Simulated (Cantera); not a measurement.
A closed system holds: 1 mol Fe2O3, 49 mol H2, at 2223 K and 1.00 bar.

Equilibrium computed with Cantera from the NASA thermochemical tables; the gas is ideal and each condensed phase is pure. Candidate condensed phases: Fe, FeO, Fe(OH)2, Fe(OH)3, Fe2O3, Fe3O4, H2O; 12 gas species. Equilibrium is a limit: real reactors are often held back by kinetics, nucleation or transport.

Base state: H2 0.930, H2O 0.0607, H 0.00618, Fe 0.00342, OH 5.83e-5 (mole fractions); condensed: Fe(l).

Q: What changes in the equilibrium state with this change: temperature from 2223 K to 1648 K?

A: 
| species | before | after |
|---|---|---|
| H2 | 0.930 | 0.939 |
| H2O | 0.0607 | 0.0612 |
| H | 0.00618 | 8.63e-5 |
| Fe | 0.00342 | 2.61e-6 |
| OH | 5.83e-5 | 2.53e-7 |
| Fe(l), mol | 1.83 | 0 |
| Fe(γ), mol | 0 | 2.00 |
